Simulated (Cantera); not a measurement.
# Equilibrium for boron, boron nitride and boron oxide: BF3 + H2O + H2

Input: 1 mol BF3, 0.16 mol H2O, 0.24 mol H2, at 4.00 mbar.

Method: chemical equilibrium by Gibbs-energy minimisation in Cantera with the NASA 1993 tables (ideal gas, pure condensed phases). Candidate condensed phases: B, B2O3, B3O3H3, H2O; 43 gas species. The tables' values for BF2 are old estimates; treat these amounts as uncertain. Rates play no part.

From 923 K to 1273 K nothing is condensed. The main B-bearing gas is BF3 throughout.

| T (K) | x BF3 | x HF | x H2 | x BOF | x H2O | x B3O3F3 |
|---|---|---|---|---|---|---|
| 923 | 0.618 | 0.156 | 0.167 | 0.000189 | 0.0335 | 0.0258 |
| 973 | 0.611 | 0.166 | 0.167 | 0.000662 | 0.0281 | 0.0274 |
| 1023 | 0.605 | 0.175 | 0.166 | 0.00204 | 0.0235 | 0.0284 |
| 1073 | 0.599 | 0.182 | 0.166 | 0.00557 | 0.0195 | 0.0283 |
| 1123 | 0.592 | 0.187 | 0.164 | 0.0136 | 0.0159 | 0.0265 |
| 1173 | 0.582 | 0.191 | 0.163 | 0.0294 | 0.0125 | 0.0218 |
| 1223 | 0.568 | 0.194 | 0.160 | 0.0543 | 0.00910 | 0.0138 |
| 1273 | 0.554 | 0.197 | 0.156 | 0.0807 | 0.00577 | 0.00548 |
x: gas mole fraction; nothing condenses.
